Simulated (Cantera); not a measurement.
# Equilibrium for carbon deposition, reforming and gasification: C3H6 + NH3 + N2

Feed: 1 mol C3H6, 1.5 mol NH3, 14 mol N2, held at 1825 K.

Method: chemical equilibrium by Gibbs-energy minimisation in Cantera with the NASA 1993 tables (ideal gas, pure condensed phases). Candidate condensed phases: C, C6H6, C7H8, C8H18; 92 gas species. The ideal-gas law is rough above about 30 bar. Equilibrium is a limit: real reactors are often held back by kinetics, nucleation or transport.

From 0.000100 bar to 100 bar the condensed part is C(graphite). The main C-bearing gas is HCN at 0.000100 bar and CH4 at 100 bar. The share of C in condensed phases is highest at 0.000100 bar (97.9 %) and lowest at 100 bar (94.8 %).

| P (Pa) | x N2 | x H2 | x H | x CH4 | x HCN | n C(graphite) |
|---|---|---|---|---|---|---|
| 10 | 0.728 | 0.247 | 0.0219 | 4.33e-9 | 0.00294 | 2.94 |
| 56 | 0.732 | 0.255 | 0.00940 | 2.58e-8 | 0.00299 | 2.94 |
| 320 | 0.734 | 0.258 | 0.00396 | 1.51e-7 | 0.00302 | 2.93 |
| 1800 | 0.735 | 0.260 | 0.00167 | 8.61e-7 | 0.00303 | 2.93 |
| 10000 | 0.736 | 0.260 | 0.000711 | 4.81e-6 | 0.00303 | 2.93 |
| 56000 | 0.736 | 0.261 | 0.000300 | 2.70e-5 | 0.00303 | 2.93 |
| 320000 | 0.736 | 0.261 | 0.000126 | 0.000154 | 0.00303 | 2.93 |
| 1800000 | 0.737 | 0.259 | 5.29e-5 | 0.000858 | 0.00303 | 2.92 |
| 10000000 | 0.739 | 0.253 | 2.21e-5 | 0.00452 | 0.00299 | 2.84 |
x: gas mole fraction; n: condensed amount in mol.
